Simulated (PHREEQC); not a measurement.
# Brine (model solution)

Solution (20 °C): 1.4 mol K2CO3 per kg of water. Closed to the air; pH follows from the charge balance.

The numbers come from PHREEQC with the Pitzer model, pitzer.dat.

Each row changes one thing in this solution. This is a speciation only: nothing precipitates in the calculation.

```
case                               pH  ionic strength (mol/kgw)  HCO3- (mol/kgw)  CO2 (mol/kgw)  SI of Kalicinite (KHCO3)
------------------------------  -----  ------------------------  ---------------  -------------  ------------------------
as made                         12.14                      4.19          0.00654        4.30e-9                     -2.85
K2CO3 from 1.4 to 0.14 mol/kgw  11.55                     0.417          0.00325        1.39e-8                     -3.86
K2CO3 from 1.4 to 2.1 mol/kgw   12.38                      6.29          0.00697        2.25e-9                     -2.68
K2CO3 from 1.4 to 1.54 mol/kgw  12.19                      4.61          0.00665        3.78e-9                     -2.81
K2CO3 from 1.4 to 1.26 mol/kgw  12.09                      3.77          0.00641        4.89e-9                     -2.89
diluted 2-fold with water       11.88                      2.09          0.00557        8.21e-9                     -3.13
```

In brines, pH and single-ion activities rest on the MacInnes convention.
